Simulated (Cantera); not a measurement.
A diamond (100) surface in a fixed gas of H2 with x(CH4) = 0.0021, x(H) = 0.0023, x(CH3) = 2.5e-05, 0.0370 bar; coverages are run to steady state.

Detailed kinetics in Cantera: the Harris–Goodwin 1993 mechanism for the reconstructed diamond (100) surface.

One state of this run: growth (µm/h) = 0.143; θ c6HH = 0.435; θ c6H* = 0.0406; θ c6*H = 0.495; θ c6** = 0.0296; θ c6HM = 0.000184. θ: site fractions in the mechanism's names (c6HH fully hydrogenated, c6H* and c6*H radical sites, c6** diradical, c6HM methylated).

Q: Which value of T (K) does it belong to?
(A) 1225
(B) 1300
(C) 1375
(D) 1150

A: A, 1225
